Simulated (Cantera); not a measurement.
An adiabatic, constant-pressure homogeneous reactor starts with 11.9 % CO, 1.55 % H2, 18.2 % O2, 68.3 % N2, equivalence ratio 0.37, at 1400 K and 4.93 atm.

Computed with Cantera and GRI-Mech 3.0 (53 species, 325 reactions). The hydrogen kinetics of GRI-Mech 3.0 are dated; newer H2 mechanisms differ, most at raised pressure.

x: mole fraction; the columns are a selection and need not sum to one.

```json
[
 {"t (s)": "2.00e-6", "T (K)": "1400", "x CO": "0.119", "x H2": "0.0155", "x O2": "0.182", "x CO2": "3.82e-7", "x H2O2": "2.08e-10", "x NO": "<1e-12", "x HO2": "1.64e-7"},
 {"t (s)": "4.60e-6", "T (K)": "1400", "x CO": "0.119", "x H2": "0.0155", "x O2": "0.182", "x CO2": "6.09e-6", "x H2O2": "[?]", "x NO": "<1e-12", "x HO2": "2.94e-6"},
 {"t (s)": "1.06e-5", "T (K)": "1420", "x CO": "0.117", "x H2": "0.0114", "x O2": "0.178", "x CO2": "0.00241", "x H2O2": "[?]", "x NO": "2.63e-8", "x HO2": "0.000147"},
 {"t (s)": "2.43e-5", "T (K)": "1757", "x CO": "0.0749", "x H2": "0.000458", "x O2": "0.149", "x CO2": "0.0470", "x H2O2": "[?]", "x NO": "6.26e-6", "x HO2": "5.27e-5"},
 {"t (s)": "5.58e-5", "T (K)": "2156", "x CO": "0.0234", "x H2": "0.000419", "x O2": "0.127", "x CO2": "0.102", "x H2O2": "[?]", "x NO": "5.88e-5", "x HO2": "1.48e-5"},
 {"t (s)": "0.000128", "T (K)": "2314", "x CO": "0.00917", "x H2": "0.000171", "x O2": "0.124", "x CO2": "0.118", "x H2O2": "[?]", "x NO": "0.000174", "x HO2": "5.30e-6"},
 {"t (s)": "0.000295", "T (K)": "2369", "x CO": "0.00399", "x H2": "7.97e-5", "x O2": "0.123", "x CO2": "0.123", "x H2O2": "6.46e-8", "x NO": "0.000335", "x HO2": "4.04e-6"},
 {"t (s)": "0.000678", "T (K)": "2378", "x CO": "0.00301", "x H2": "6.35e-5", "x O2": "0.123", "x CO2": "0.124", "x H2O2": "6.44e-8", "x NO": "0.000586", "x HO2": "4.02e-6"},
 {"t (s)": "0.00156", "T (K)": "2378", "x CO": "0.00297", "x H2": "6.29e-5", "x O2": "0.123", "x CO2": "0.124", "x H2O2": "6.43e-8", "x NO": "0.00112", "x HO2": "4.00e-6"},
 {"t (s)": "0.00358", "T (K)": "2375", "x CO": "0.00294", "x H2": "6.23e-5", "x O2": "0.122", "x CO2": "0.124", "x H2O2": "6.38e-8", "x NO": "0.00227", "x HO2": "3.97e-6"},
 {"t (s)": "0.00823", "T (K)": "2371", "x CO": "0.00288", "x H2": "6.13e-5", "x O2": "0.121", "x CO2": "0.124", "x H2O2": "6.29e-8", "x NO": "0.00455", "x HO2": "3.89e-6"},
 {"t (s)": "0.0189", "T (K)": "2364", "x CO": "0.00279", "x H2": "5.96e-5", "x O2": "0.119", "x CO2": "0.125", "x H2O2": "6.16e-8", "x NO": "0.00813", "x HO2": "3.78e-6"},
 {"t (s)": "0.0435", "T (K)": "2358", "x CO": "0.00270", "x H2": "5.80e-5", "x O2": "0.117", "x CO2": "0.125", "x H2O2": "6.03e-8", "x NO": "0.0115", "x HO2": "3.67e-6"},
 {"t (s)": "0.100", "T (K)": "2355", "x CO": "0.00268", "x H2": "5.75e-5", "x O2": "0.117", "x CO2": "0.125", "x H2O2": "5.99e-8", "x NO": "0.0126", "x HO2": "3.64e-6"}
]
```

Question: Fill in the missing entries.

Answer: 
- 4.60e-6, x H2O2: 5.65e-9
- 1.06e-5, x H2O2: 3.99e-6
- 2.43e-5, x H2O2: 6.31e-7
- 5.58e-5, x H2O2: 1.72e-7
- 0.000128, x H2O2: 8.14e-8
